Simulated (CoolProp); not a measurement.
Values from CoolProp's reference Helmholtz-energy equation of state, Thol 2021.

Q: For chlorine, give the phase and the density (kg/m³), speed of sound (m/s), fugacity coefficient at 290.3 K and 11.2 bar.

A: 
- 290.3 K and 11.2 bar: liquid; density 1420, speed of sound 853, fugacity coefficient 0.515
